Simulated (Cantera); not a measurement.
Input: 1 mol AlN, 1.9 mol HCl, 2.8 mol N2.

These are equilibrium values from Cantera (NASA tables, ideal gas, pure condensed phases), not measurements of a reactor. Candidate condensed phases: Al, AlCl3, AlN, NH4Cl; 20 gas species. The tables' values for AlCl2 are old estimates. Kinetics and transport are ignored.

Problem. What condenses at these points (T in K, P in Pa): (1250, 1); (1225, 1300); (1350, 4.2); (1200, 24000); (1150, 1300)?

Solution. 
```json
[
 {"T (K)": "1250", "P in Pa": "1", "condensed phases": "AlN", "Al condensed (%)": "28.8"},
 {"T (K)": "1225", "P in Pa": "1300", "condensed phases": "AlN", "Al condensed (%)": "48.3"},
 {"T (K)": "1350", "P in Pa": "4.2", "condensed phases": "gas only", "Al condensed (%)": "0.0"},
 {"T (K)": "1200", "P in Pa": "24000", "condensed phases": "AlN", "Al condensed (%)": "48.4"},
 {"T (K)": "1150", "P in Pa": "1300", "condensed phases": "AlN", "Al condensed (%)": "48.6"}
]
```
